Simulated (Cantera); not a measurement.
Cantera run:

```python
import numpy as np
import cantera as ct

gas_names = """
    CL CLO CL2 H HCL HOCL HO2 H2 H2O H2O2 O OH O2 O3
""".split()
cond_names = """
    H2O(s) H2O(L)
""".split()


def load(file, names, dense=False):
    # The tables refer to 1 bar. Condensed volumes are neglected.
    table = {s.name: s for s in ct.Species.list_from_file(file)}
    out = []
    for n in names:
        d = dict(table[n].input_data)
        d["thermo"] = dict(d["thermo"], **{"reference-pressure": 1e5})
        if dense:
            d["equation-of-state"] = {"model": "constant-volume", "density": "1e6 g/cm^3"}
        out.append(ct.Species.from_dict(d))
    return out


gas = ct.Solution(thermo="ideal-gas", species=load("nasa_gas.yaml", gas_names))
cond = {s.name: ct.Solution(thermo="fixed-stoichiometry", species=[s], name=s.name)
        for s in load("nasa_condensed.yaml", cond_names, dense=True)}
atoms = {
    'HCl': {'H': 1, 'CL': 1},
    'H2': {'H': 2},
    'O2': {'O': 2},
    'H2O': {'H': 2, 'O': 1},
}
top_T = {}  # K; cautious upper limits of use, not melting points


def equilibrate(T, P, feed):
    n = {}
    for name, mol in feed.items():
        for a, k in atoms[name].items():
            n[a] = n.get(a, 0.0) + k * mol
    gas.TPX = T, P, n
    mass = sum(n.values()) * gas.mean_molecular_weight
    gas.equilibrate("TP")
    valid = [c for c in cond.values() if c.min_temp <= T <= top_T.get(c.name, c.max_temp)]
    mix = ct.Mixture([(gas, mass / gas.mean_molecular_weight)] + [(c, 0.0) for c in valid])
    mix.T, mix.P = T, P
    mix.equilibrate("TP", solver="vcs", rtol=1e-11, max_steps=5000)
    return mix


results = []
feed = {'HCl': 1, 'H2': 0.12, 'O2': 3.4, 'H2O': 0.038}  # mol
T = 2873.15  # K
for P in [10, 52, 280, 1400, 7600, 40000, 210000, 1100000, 5700000, 30000000]:
    mix = equilibrate(T, P, feed)
    results.append((T, P, feed, dict(zip(mix.species_names, mix.species_moles))))

top = {s: max(r[3][s] / sum(r[3][g] for g in gas_names) for r in results) for s in gas_names}
cols = sorted((s for s in top if top[s] > 0.0001), key=lambda s: -top[s])[:7]
seen = [c for c in cond_names if any(r[3].get(c, 0) > 1e-12 for r in results)]
print("log10 of partial pressures in bar; condensed amounts in mol")
print(f"{'P/Pa':>10s}" + "".join(f"{s[:9]:>10s}" for s in cols + seen))
for T, P, feed, n in results:
    ng = sum(n[g] for g in gas_names)
    print(f"{P:10.4g}" + "".join(f"{np.log10(max(n[s] / ng * P / 1e5, 1e-99)):10.3f}" for s in cols)
          + "".join(f"{n.get(c, 0):10.4g}" for c in seen))
```

Output:

```
log10 of partial pressures in bar; condensed amounts in mol
      P/Pa         O        O2         H        CL       HCL       H2O        OH
        10    -4.134    -5.982    -4.843    -4.957    -7.681    -9.179    -6.816
        52    -3.447    -4.607    -4.134    -4.226    -6.240    -7.072    -5.418
       280    -2.815    -3.344    -3.454    -3.453    -4.787    -5.081    -4.107
      1400    -2.311    -2.335    -2.956    -2.713    -3.549    -3.581    -3.104
      7600    -1.859    -1.432    -2.622    -1.972    -2.474    -2.461    -2.319
     4e+04    -1.459    -0.631    -2.392    -1.284    -1.556    -1.600    -1.688
   2.1e+05    -1.079     0.129    -2.201    -0.625    -0.706    -0.838    -1.117
   1.1e+06    -0.708     0.870    -2.025     0.009     0.103    -0.116    -0.571
   5.7e+06    -0.345     1.597    -1.853     0.608     0.875     0.591    -0.036
     3e+07     0.020     2.327    -1.671     1.169     1.618     1.320     0.511
```

Cantera equilibrium calculation (NASA polynomials, part measured and part estimated; ideal gas, pure solids and liquids). The ideal-gas law is rough above about 30 bar.
